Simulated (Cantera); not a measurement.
What does this Cantera script print?

```python
import numpy as np
import cantera as ct

gas_names = """
    HF H2 CuF2 F
""".split()
cond_names = """
    Cu(cr) Cu(L)
""".split()


# ... load() reads the species with a 1 bar reference pressure and builds the phases ...
species = {s.name: s for s in load("nasa_gas.yaml", gas_names) + load("nasa_condensed.yaml", cond_names)}
# Each term lists the table entries of one substance; the one whose range holds T is used.
reactions = {
    'Cu + 2 HF(g) = H2(g) + CuF2(g)':
        [(-1, ['Cu(cr)', 'Cu(L)']), (-2, ['HF']), (1, ['H2']), (1, ['CuF2'])],
    'CuF2(g) = 2 F(g) + Cu':
        [(-1, ['CuF2']), (2, ['F']), (1, ['Cu(cr)', 'Cu(L)'])],
}


def pick(names, T):
    return next(species[n] for n in names if species[n].thermo.min_temp <= T <= species[n].thermo.max_temp)


results = []
for label, terms in reactions.items():
    print(label)
    print("     T/K   dH/kJ  dS/(J/K)   dG/kJ   log10 K")
    for T in [300, 1098, 1248, 1398, 1548, 1698, 1848]:
        used = [(nu, pick(names, T)) for nu, names in terms]
        dH = sum(nu * s.thermo.h(T) for nu, s in used) / 1e6
        dS = sum(nu * s.thermo.s(T) for nu, s in used) / 1e3
        dG = dH - T * dS / 1e3
        logK = -dG * 1e6 / (ct.gas_constant * T * np.log(10))
        results.append((label, T, dH, dS, dG, logK, [s.name for _, s in used]))
        print(f"{T:8g} {dH:8.1f} {dS:8.1f} {dG:8.1f} {logK:8.2f}")
```

Result:

```
Cu + 2 HF(g) = H2(g) + CuF2(g)
     T/K   dH/kJ  dS/(J/K)   dG/kJ   log10 K
     300    278.1     17.0    273.0   -47.54
    1098    276.7     14.2    261.1   -12.42
    1248    276.0     13.7    259.0   -10.84
    1398    261.9      3.3    257.4    -9.62
    1548    260.9      2.5    256.9    -8.67
    1698    259.7      1.8    256.6    -7.89
    1848    258.6      1.2    256.4    -7.25
CuF2(g) = 2 F(g) + Cu
     T/K   dH/kJ  dS/(J/K)   dG/kJ   log10 K
     300    425.8     83.7    400.7   -69.76
    1098    438.5    105.4    322.8   -15.35
    1248    440.8    107.4    306.8   -12.84
    1398    456.5    119.0    290.2   -10.84
    1548    459.1    120.7    272.2    -9.18
    1698    461.6    122.3    254.0    -7.81
    1848    464.0    123.7    235.5    -6.66
```

Standard-state values (1 bar) from the NASA 1993 polynomials, evaluated with Cantera. Condensed species are held in their standard states even where they would react or evaporate.
